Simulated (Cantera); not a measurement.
Input: 1 mol Si(CH3)4, 0.078 mol HCl, 82 mol H2, 0.21 mol C3H8, at 82.5 Torr.

These are equilibrium values from Cantera (NASA tables, ideal gas, pure condensed phases), not measurements of a reactor. Candidate condensed phases: C, C6H6, C7H8, C8H18, Si, SiC; 109 gas species. Gases not in the tables: Si2H6 and higher silanes. Kinetics and transport are ignored.

Question: Which condensed phases are stable at each of these points (T (°C)): 1100, 1200, 1300, 1400, 1500, 1600, 1700, 1800, 1900, 2000, 2100, 2200?

Answer: 
```json
[
 {"T (°C)": "1100", "condensed phases": "C(graphite) + SiC(s)", "Si condensed (%)": "100.0"},
 {"T (°C)": "1200", "condensed phases": "C(graphite) + SiC(s)", "Si condensed (%)": "100.0"},
 {"T (°C)": "1300", "condensed phases": "C(graphite) + SiC(s)", "Si condensed (%)": "100.0"},
 {"T (°C)": "1400", "condensed phases": "C(graphite) + SiC(s)", "Si condensed (%)": "100.0"},
 {"T (°C)": "1500", "condensed phases": "C(graphite) + SiC(s)", "Si condensed (%)": "100.0"},
 {"T (°C)": "1600", "condensed phases": "C(graphite) + SiC(s)", "Si condensed (%)": "100.0"},
 {"T (°C)": "1700", "condensed phases": "C(graphite) + SiC(s)", "Si condensed (%)": "99.8"},
 {"T (°C)": "1800", "condensed phases": "C(graphite) + SiC(s)", "Si condensed (%)": "99.1"},
 {"T (°C)": "1900", "condensed phases": "C(graphite) + SiC(s)", "Si condensed (%)": "96.7"},
 {"T (°C)": "2000", "condensed phases": "C(graphite) + SiC(s)", "Si condensed (%)": "88.3"},
 {"T (°C)": "2100", "condensed phases": "C(graphite) + SiC(s)", "Si condensed (%)": "61.3"},
 {"T (°C)": "2200", "condensed phases": "C(graphite)", "Si condensed (%)": "0.0"}
]
```

From 1100 °C to 2100 °C the condensed part is C(graphite) + SiC(s). At 2200 °C the condensed part is C(graphite).
